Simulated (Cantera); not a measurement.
What does this Cantera script print?

```python
import numpy as np
import cantera as ct

gas_names = [...]  # 110 gases of nasa_gas.yaml made of C, H, O
cond_names = """
    C(gr) C6H6(L) C7H8(L) C8H18(L),n-octa H2O(s) H2O(L)
""".split()


# ... load() reads the species with a 1 bar reference pressure and builds the phases ...
atoms = {
    'C': {'C': 1},
    'H2O': {'H': 2, 'O': 1},
    'H2': {'H': 2},
}
top_T = {'C(gr)': 4500}  # K; cautious upper limits of use, not melting points


# ... equilibrate(T, P, feed) seeds the gas with the atoms and calls Mixture.equilibrate('TP', solver="vcs", rtol=1e-11, max_steps=5000) ...
results = []
T = 1575  # K
P = 2400000  # Pa
for m in [3.7, 5, 6.6, 8.7, 12, 15, 20, 27, 36, 48, 63]:
    feed = {'C': 1, 'H2O': 5.7, 'H2': m}  # mol
    mix = equilibrate(T, P, feed)
    results.append((T, P, feed, dict(zip(mix.species_names, mix.species_moles))))
    x = sorted(zip(gas.X, gas.species_names), reverse=True)
    print(f"T = {T:g} K  P = {P:g} Pa  n(H2) = {m:g} mol  gas = {mix.phase_moles(0):.4g} mol")
    print("   x: " + "  ".join(f"{s} {v:.3e}" for v, s in x if v > 0.001))
    print("   condensed (mol): " + ("  ".join(f"{mix.phase(i).name} {mix.phase_moles(i):.4g}"
          for i in range(1, mix.n_phases) if mix.phase_moles(i) > 1e-12) or "none"))
```

Output:

```
T = 1575 K  P = 2.4e+06 Pa  n(H2) = 3.7 mol  gas = 10.4 mol
   x: H2 4.747e-01  H2O 4.291e-01  CO 7.330e-02  CO2 2.284e-02
   condensed (mol): none
T = 1575 K  P = 2.4e+06 Pa  n(H2) = 5 mol  gas = 11.7 mol
   x: H2 5.299e-01  H2O 3.847e-01  CO 6.834e-02  CO2 1.710e-02
   condensed (mol): none
T = 1575 K  P = 2.4e+06 Pa  n(H2) = 6.6 mol  gas = 13.3 mol
   x: H2 5.839e-01  H2O 3.409e-01  CO 6.257e-02  CO2 1.259e-02
   condensed (mol): none
T = 1575 K  P = 2.4e+06 Pa  n(H2) = 8.7 mol  gas = 15.4 mol
   x: H2 6.387e-01  H2O 2.963e-01  CO 5.594e-02  CO2 8.946e-03
   condensed (mol): none
T = 1575 K  P = 2.4e+06 Pa  n(H2) = 12 mol  gas = 18.7 mol
   x: H2 7.008e-01  H2O 2.457e-01  CO 4.765e-02  CO2 5.758e-03
   condensed (mol): none
T = 1575 K  P = 2.4e+06 Pa  n(H2) = 15 mol  gas = 21.7 mol
   x: H2 7.413e-01  H2O 2.126e-01  CO 4.187e-02  CO2 4.138e-03
   condensed (mol): none
T = 1575 K  P = 2.4e+06 Pa  n(H2) = 20 mol  gas = 26.69 mol
   x: H2 7.890e-01  H2O 1.735e-01  CO 3.472e-02  CO2 2.632e-03
   condensed (mol): none
T = 1575 K  P = 2.4e+06 Pa  n(H2) = 27 mol  gas = 33.69 mol
   x: H2 8.323e-01  H2O 1.380e-01  CO 2.796e-02  CO2 1.598e-03
   condensed (mol): none
T = 1575 K  P = 2.4e+06 Pa  n(H2) = 36 mol  gas = 42.69 mol
   x: H2 8.673e-01  H2O 1.093e-01  CO 2.231e-02
   condensed (mol): none
T = 1575 K  P = 2.4e+06 Pa  n(H2) = 48 mol  gas = 54.68 mol
   x: H2 8.962e-01  H2O 8.553e-02  CO 1.755e-02
   condensed (mol): none
T = 1575 K  P = 2.4e+06 Pa  n(H2) = 63 mol  gas = 69.68 mol
   x: H2 9.184e-01  H2O 6.728e-02  CO 1.383e-02
   condensed (mol): none
```

Cantera equilibrium calculation (NASA polynomials, part measured and part estimated; ideal gas, pure solids and liquids).
